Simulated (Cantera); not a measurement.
## Diamond growth

A diamond (100) surface in a fixed gas of H2 with x(CH4) = 0.0094, x(CH3) = 0.00035, at 1000 K, 4500 Pa; coverages are run to steady state.

Cantera simulation using the Harris–Goodwin 1993 mechanism for the reconstructed diamond (100) surface; the numbers are that mechanism's predictions, not measurements.

```json
[
 {"x(H)": "0.0001", "growth (µm/h)": "1.22", "θ c6HH": "0.396", "θ c6H*": "0.0104", "θ c6*H": "0.212", "θ c6**": "0.00210", "θ c6HM": "0.276"},
 {"x(H)": "0.00022", "growth (µm/h)": "2.35", "θ c6HH": "0.413", "θ c6H*": "0.0117", "θ c6*H": "0.239", "θ c6**": "0.00358", "θ c6HM": "0.243"},
 {"x(H)": "0.00047", "growth (µm/h)": "3.85", "θ c6HH": "0.453", "θ c6H*": "0.0133", "θ c6*H": "0.272", "θ c6**": "0.00529", "θ c6HM": "0.187"},
 {"x(H)": "0.001", "growth (µm/h)": "5.42", "θ c6HH": "0.500", "θ c6H*": "0.0150", "θ c6*H": "0.308", "θ c6**": "0.00693", "θ c6HM": "0.124"},
 {"x(H)": "0.0022", "growth (µm/h)": "6.73", "θ c6HH": "0.542", "θ c6H*": "0.0165", "θ c6*H": "0.337", "θ c6**": "0.00824", "θ c6HM": "0.0699"},
 {"x(H)": "0.0047", "growth (µm/h)": "7.53", "θ c6HH": "0.568", "θ c6H*": "0.0174", "θ c6*H": "0.355", "θ c6**": "0.00902", "θ c6HM": "0.0366"},
 {"x(H)": "0.01", "growth (µm/h)": "7.97", "θ c6HH": "0.582", "θ c6H*": "0.0179", "θ c6*H": "0.365", "θ c6**": "0.00945", "θ c6HM": "0.0182"},
 {"x(H)": "0.022", "growth (µm/h)": "8.20", "θ c6HH": "0.590", "θ c6H*": "0.0183", "θ c6*H": "0.371", "θ c6**": "0.00968", "θ c6HM": "0.00852"},
 {"x(H)": "0.047", "growth (µm/h)": "8.32", "θ c6HH": "0.593", "θ c6H*": "0.0187", "θ c6*H": "0.373", "θ c6**": "0.00982", "θ c6HM": "0.00404"}
]
```
θ: site fractions in the mechanism's names (c6HH fully hydrogenated, c6H* and c6*H radical sites, c6** diradical, c6HM methylated).
